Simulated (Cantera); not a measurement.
Gas-phase reforming

An isothermal, constant-pressure homogeneous reactor starts with 30.5 % CH₄, 54.9 % CO₂, 14.6 % H₂, at 1625 K and 100000 Pa.

Computed with Cantera and GRI-Mech 3.0 (53 species, 325 reactions).

| t (s) | x CH₄ | x CO₂ | x H₂ | x HO₂ | x C₂H₆ |
|---|---|---|---|---|---|
| 7.00e-5 | 0.305 | 0.549 | 0.146 | <1e-12 | 1.38e-5 |
| 0.000252 | 0.304 | 0.548 | 0.147 | <1e-12 | 0.000182 |
| 0.000910 | 0.300 | 0.546 | 0.147 | <1e-12 | 0.000567 |
| 0.00328 | 0.286 | 0.534 | 0.153 | <1e-12 | 0.000621 |
| 0.0118 | 0.242 | 0.487 | 0.172 | <1e-12 | 0.000454 |
| 0.0427 | 0.148 | 0.358 | 0.185 | <1e-12 | 0.000210 |
| 0.154 | 0.0481 | 0.177 | 0.171 | <1e-12 | 4.07e-5 |
| 0.555 | 0.0221 | 0.116 | 0.221 | <1e-12 | 8.45e-6 |
| 2.00 | 0.0147 | 0.0770 | 0.290 | <1e-12 | 2.80e-6 |
x: mole fraction; the columns are a selection and need not sum to one.

Equilibrium at this temperature and pressure: CH₄ 2.37e-7, CO₂ 0.0455, H₂ 0.364, HO₂ <1e-12, C₂H₆ <1e-12 (gas phase only).
